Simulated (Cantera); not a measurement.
**Transport properties of process gases**

Gas mixture: 43.5 % N₂, 56.5 % O₂, at 14000 Pa, frozen composition.

Cantera's kinetic-theory transport with the Lennard-Jones parameters of GRI-Mech 3.0, ideal gas; thermal conductivity in the multicomponent form.

```tsv
T (K)	ρ (kg/m³)	cp (J/kg/K)	μ (µPa s)	λ (mW/m/K)	Pr	D (cm²/s) CO₂	D (cm²/s) OH	D (cm²/s) H
400	0.127	983.7	24.2	33.5	0.712	1.92	3.83	15.1
500	0.102	1006	28.3	40.1	0.710	2.85	5.60	22.2
600	0.0849	1031	32.1	46.7	0.710	3.92	7.62	30.4
700	0.0728	1057	35.6	53.1	0.709	5.12	9.88	39.5
800	0.0637	1081	39.0	59.4	0.709	6.43	12.4	49.5
900	0.0566	1103	42.1	65.5	0.709	7.86	15.0	60.4
1000	0.0510	1122	45.1	71.5	0.709	9.40	17.9	72.1
1100	0.0463	1137	48.0	77.1	0.708	11.0	21.0	84.5
```
D: mixture-averaged diffusion coefficient of that species in the mixture.
